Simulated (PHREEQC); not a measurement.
NaOH is added in steps, without added water, to 1 kg of water holding 0.0018 mol Cu(NO3)2 and 0.00034 mol KCl, at 20 °C. Oxygen is held at 0.21 atm. The system is closed to CO2. Solids allowed: Cu(OH)2, Atacamite, Cu2(OH)3NO3, Halite. Others were left out.

Base run: PHREEQC, ion-association model, wateq4f.dat. Each further column changes one thing. The table gives pH.

```csv
NaOH added (mol),base,diluted 2-fold with water,diluted 5-fold with water,Cu(NO3)2 from 0.0018 to 0.009 mol/kgw,no solid may form
0,5.20,5.34,5.52,4.84,5.20
0.0005125,5.76,6.07,6.44,5.30,6.31
0.001025,5.95,6.18,10.64,5.31,6.58
0.001281,5.97,6.26,…,5.32,6.69
0.001794,6.03,7.23,11.18,5.33,6.90
0.002306,6.12,10.85,11.35,5.34,7.11
0.002819,6.24,11.15,11.46,5.36,7.34
0.003075,6.34,11.25,11.51,5.37,7.49
0.003587,7.09,11.39,11.60,…,8.41
0.0041,10.84,11.50,11.67,5.39,…
```

Task: What belongs in the gaps?

Result: 
- 0.001281, diluted 5-fold with water: 10.90
- 0.003587, Cu(NO3)2 from 0.0018 to 0.009 mol/kgw: 5.38
- 0.0041, no solid may form: 10.83

The database's constant for dissolved Cu(OH)2 is higher than later reviews accept.  In at least one series the solution becomes supersaturated in solids that the run did not let form, among them Cu(OH)2, Atacamite, Cu2(OH)3NO3.
